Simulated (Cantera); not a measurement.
An isothermal, constant-pressure homogeneous reactor starts with 19.6 % NH₃, 80.4 % H₂, at 1625 K and 17.3 Torr.

Detailed kinetics in Cantera: the gas-phase N/H chemistry of the illustrative SiF4/NH3 mechanism in the Surface Chemkin manual (1991). Walls and surfaces, which speed up NH3 decomposition in real reactors, are not modelled.

x: mole fraction; the columns are a selection and need not sum to one.

| t (s) | x NH₃ | x H₂ | x N₂ | x H | x NH | x N₂H₂ | x N₂H₄ |
|---|---|---|---|---|---|---|---|
| 7.00e-6 | 0.196 | 0.804 | <1e-12 | 2.37e-9 | <1e-12 | <1e-12 | <1e-12 |
| 2.81e-5 | 0.196 | 0.804 | <1e-12 | 1.03e-8 | <1e-12 | <1e-12 | <1e-12 |
| 0.000112 | 0.196 | 0.804 | <1e-12 | 4.33e-8 | <1e-12 | <1e-12 | <1e-12 |
| 0.000451 | 0.196 | 0.804 | <1e-12 | 1.75e-7 | 1.44e-12 | <1e-12 | <1e-12 |
| 0.00181 | 0.196 | 0.804 | 4.66e-12 | 7.05e-7 | 2.49e-11 | 3.67e-12 | <1e-12 |
| 0.00724 | 0.196 | 0.804 | 5.12e-10 | 2.83e-6 | 4.09e-10 | 7.93e-11 | 1.29e-12 |
| 0.0290 | 0.196 | 0.804 | 3.93e-8 | 1.13e-5 | 6.56e-9 | … | 2.09e-11 |
| 0.116 | 0.196 | 0.804 | 3.09e-6 | 4.46e-5 | 1.02e-7 | … | 3.25e-10 |
| 0.466 | 0.196 | 0.804 | 0.000157 | 0.000107 | 5.75e-7 | 1.80e-7 | 1.84e-9 |
| 1.87 | 0.193 | 0.805 | 0.00116 | 0.000110 | 6.00e-7 | 1.86e-7 | 1.89e-9 |
| 7.49 | 0.184 | 0.811 | 0.00501 | 0.000112 | 5.88e-7 | 1.74e-7 | 1.77e-9 |
| 30.0 | 0.153 | 0.829 | 0.0181 | 0.000121 | 5.47e-7 | … | 1.36e-9 |

Q: What belongs in the gaps?

A: 
- 0.0290, x N₂H₂: 1.43e-9
- 0.116, x N₂H₂: 2.62e-8
- 30.0, x N₂H₂: 1.34e-7
